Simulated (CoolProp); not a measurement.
The fluid at 298.15 K and 1.41 MPa expands adiabatically to 0.169 MPa with isentropic efficiency 1. The same conditions are run with several fluids, on thermodynamics alone (safety and materials aside).

Values from CoolProp's reference Helmholtz-energy equation of state of each fluid (CH3F (R41): Lemmon 2006; hydrogen chloride: Thol 2018; CF4 (R14): Platzer 1990; nitrogen: Span 2000). The equations of Platzer and Polt are older, rougher fits.

**Question.** Rank CH3F (R41), hydrogen chloride, CF4 (R14), nitrogen by work (kJ/kg), highest first.

**Answer.** nitrogen (140), CH3F (R41) (111), hydrogen chloride (102), CF4 (R14) (49.2)

```csv
fluid,final temperature (K),final phase,final density (kg/m³)
CH3F (R41),204.6,"two-phase, vapour fraction 0.933",3.85
hydrogen chloride,197.7,"two-phase, vapour fraction 0.920",4.25
CF4 (R14),212.7,gas,8.57
nitrogen,162.0,gas,3.54
```
